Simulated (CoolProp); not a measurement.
A single-stage vapour-compression cycle with the fluid: evaporating at 311.15 K (dew point), condensing at 338.15 K (bubble point), superheat 0 K, subcooling 5 K, compressor efficiency 0.7, no pressure losses. The same conditions are run with several fluids, on thermodynamics alone (safety and materials aside).

Model: reference Helmholtz-energy equation of state of each fluid (hydrogen sulfide: Lemmon 2006; R134a: Tillner-Roth 1994; fluoroethane (R161): Wu 2012; R21: Platzer 1990; R115: Lemmon 2016; R152A: Outcalt 1996), in CoolProp. The equations of Platzer and Polt are older, rougher fits.

```json
[
 {"fluid": "hydrogen sulfide", "cooling COP": "6.60", "pressure ratio": "1.75", "discharge temperature (K)": "370.4", "refrigerating effect (kJ/kg)": "332", "volumetric capacity (kJ/m³)": "[?]"},
 {"fluid": "R134a", "cooling COP": "[?]", "pressure ratio": "1.96", "discharge temperature (K)": "345.3", "refrigerating effect (kJ/kg)": "131", "volumetric capacity (kJ/m³)": "6210"},
 {"fluid": "fluoroethane (R161)", "cooling COP": "[?]", "pressure ratio": "[?]", "discharge temperature (K)": "352.3", "refrigerating effect (kJ/kg)": "261", "volumetric capacity (kJ/m³)": "7970"},
 {"fluid": "R21", "cooling COP": "7.55", "pressure ratio": "2.14", "discharge temperature (K)": "358.1", "refrigerating effect (kJ/kg)": "198", "volumetric capacity (kJ/m³)": "2360"},
 {"fluid": "R115", "cooling COP": "5.85", "pressure ratio": "1.83", "discharge temperature (K)": "340.3", "refrigerating effect (kJ/kg)": "58.0", "volumetric capacity (kJ/m³)": "[?]"},
 {"fluid": "R152A", "cooling COP": "7.08", "pressure ratio": "1.96", "discharge temperature (K)": "350.5", "refrigerating effect (kJ/kg)": "220", "volumetric capacity (kJ/m³)": "[?]"}
]
```

Question: Complete the blanks.

Answer: 
- hydrogen sulfide, volumetric capacity (kJ/m³): 15400
- R134a, cooling COP: 6.81
- fluoroethane (R161), cooling COP: 6.86
- fluoroethane (R161), pressure ratio: 1.86
- R115, volumetric capacity (kJ/m³): 5870
- R152A, volumetric capacity (kJ/m³): 5890
